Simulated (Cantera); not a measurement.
A perfectly stirred reactor is fed with C₃H₈ : O₂ : N₂ = 1 : 5 : 39.5 (molar parts), equivalence ratio 1.0, at 4.93 atm; it is adiabatic with a 300 K inlet, and is followed from long to short residence time, starting on the burning branch (τ in s: 0.12, 0.033, 0.0094, 0.0027, 0.00077, 0.00022, 6.3e-05, 1.8e-05, 5.1e-06).

Computed with Cantera and GRI-Mech 3.0 (53 species, 325 reactions). GRI-Mech 3.0 was tuned for natural gas; its chemistry of propane as a main component is partial and can be far from experiment.

x: mole fraction; the columns are a selection and need not sum to one.

```csv
τ (s),T (K),x C₃H₈,x O₂,x HO₂,x C₂H₄,x CO₂
0.12,1568,1.36e-6,0.00117,1.02e-6,5.47e-6,0.0628
0.033,1558,___,___,___,___,0.0617
0.0094,1539,8.57e-6,0.00307,4.54e-6,3.26e-5,0.0599
0.0027,300,0.0220,0.110,<1e-12,<1e-12,<1e-12
0.00077,300,0.0220,0.110,<1e-12,<1e-12,<1e-12
0.00022,300,0.0220,0.110,<1e-12,<1e-12,<1e-12
6.3e-5,300,0.0220,0.110,<1e-12,<1e-12,<1e-12
1.8e-5,300,0.0220,0.110,<1e-12,<1e-12,<1e-12
5.1e-6,300,0.0220,0.110,<1e-12,<1e-12,<1e-12
```

Some entries are withheld; supply them.


- 0.033, x C₃H₈: 3.41e-6
- 0.033, x O₂: 0.00186
- 0.033, x HO₂: 2.17e-6
- 0.033, x C₂H₄: 1.33e-5
